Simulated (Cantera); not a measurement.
**Premixed flame**

A freely propagating, adiabatic, planar premixed flame of 16.3 % H₂, 15.4 % O₂, 57.8 % N₂, 10.6 % H₂O, equivalence ratio 0.53, unburnt at 673 K and 1.00 atm; mixture-averaged transport, grid criteria slope 0.08 and curve 0.16, no radiation.

Cantera simulation using the H2/O2 subset of GRI-Mech 3.0, which has no nitrogen chemistry; the numbers are that mechanism's predictions, not measurements. Burning velocities carry a grid error of a few per cent, more on coarse grids. Lean hydrogen flames are cellular in practice and burn faster than this planar one.

```csv
z (mm),T (K),u (m/s),x H₂,x O₂,x H₂O,x O,x HO₂,x OH
-1.23,673,3.25,0.163,0.154,0.106,<1e-8,<1e-8,<1e-8
-0.820,673,3.25,0.162,0.154,0.106,<1e-8,3.49e-8,<1e-8
-0.615,673,3.25,0.162,0.154,0.106,<1e-8,4.23e-7,<1e-8
-0.410,674,3.24,0.158,0.154,0.107,6.31e-8,1.09e-5,<1e-8
-0.205,729,3.43,0.136,0.156,0.115,1.85e-5,0.000333,6.46e-5
-0.103,922,4.25,0.103,0.148,0.142,0.000341,0.000276,0.000556
0,1203,5.46,0.0582,0.124,0.193,0.00236,0.000151,0.00217
0.103,1416,6.39,0.0259,0.0985,0.238,0.00500,9.02e-5,0.00528
0.205,1538,6.92,0.0134,0.0867,0.259,0.00561,6.34e-5,0.00736
0.410,1658,7.42,0.00719,0.0810,0.272,0.00428,4.04e-5,0.00805
0.820,1745,7.78,0.00380,0.0795,0.280,0.00227,2.22e-5,0.00676
1.64,1794,7.97,0.00157,0.0792,0.285,0.000925,9.86e-6,0.00467
3.28,1817,8.06,0.000536,0.0794,0.288,0.000319,3.83e-6,0.00284
```
x: mole fraction of selected species; z is measured from the peak of heat release.

- laminar burning velocity: 325 cm/s
- thermal thickness: 0.410 mm
- peak x(O): 0.00564
- peak x(HO₂): 0.000359
- peak x(OH): 0.00810
- grid points: 106
